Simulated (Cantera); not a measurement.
# Diamond growth

A diamond (100) surface in a fixed gas of H2 with x(CH4) = 0.017, x(H) = 0.028, x(CH3) = 0.0018, at 1050 K; coverages are run to steady state.

Model: the Harris–Goodwin 1993 mechanism for the reconstructed diamond (100) surface, integrated in Cantera.

| P (Pa) | growth (µm/h) | θ c6HH | θ c6H* | θ c6*H | θ c6** | θ c6HM |
|---|---|---|---|---|---|---|
| 570 | 5.47 | 0.534 | 0.0222 | 0.397 | 0.0131 | 0.0231 |
| 880 | 8.93 | 0.533 | 0.0222 | 0.396 | 0.0130 | 0.0245 |
| 1400 | 14.8 | 0.533 | 0.0222 | 0.395 | 0.0130 | 0.0255 |
| 2100 | 22.7 | 0.532 | 0.0222 | 0.395 | 0.0130 | 0.0262 |
| 3200 | 35.1 | 0.532 | 0.0222 | 0.395 | 0.0130 | 0.0266 |
| 4900 | 54.4 | 0.532 | 0.0223 | 0.394 | 0.0130 | 0.0269 |
| 7600 | 85.1 | 0.531 | 0.0225 | 0.394 | 0.0131 | 0.0271 |
| 12000 | 135 | 0.531 | 0.0227 | 0.394 | 0.0131 | 0.0273 |
θ: site fractions in the mechanism's names (c6HH fully hydrogenated, c6H* and c6*H radical sites, c6** diradical, c6HM methylated).
